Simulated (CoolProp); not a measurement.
Vapour pressure (bar) of isobutane: the reference equation beside estimates from Tc = 134.7 °C, pc = 36.29 bar, ω = 0.184.

Computed with CoolProp (reference Helmholtz-energy equation of state, Bücker 2006).

| T (°C) | reference | Lee-Kesler | Peng-Robinson |
|---|---|---|---|
| -71.75 | 0.04219 | 0.04078 | 0.04481 |
| -50.55 | ___ | 0.1585 | 0.1677 |
| -29.45 | ___ | 0.4704 | ___ |
| -8.25 | 1.160 | 1.152 | 1.161 |
| 12.95 | 2.427 | 2.427 | 2.419 |
| 34.15 | 4.541 | 4.556 | 4.523 |
| 55.35 | 7.795 | 7.821 | 7.776 |
| 76.45 | 12.48 | ___ | ___ |
| 97.65 | 19.01 | 19.01 | 19.08 |

Problem. Fill in the missing entries.

Solution. 
- -50.55, reference: 0.1628
- -29.45, reference: 0.4782
- -29.45, Peng-Robinson: 0.4836
- 76.45, Lee-Kesler: 12.50
- 76.45, Peng-Robinson: 12.49

Absolute difference from the reference over all 9 rows, mean and median: Lee-Kesler 1.0 and 0.3 %, Peng-Robinson 1.3 and 0.4 %.
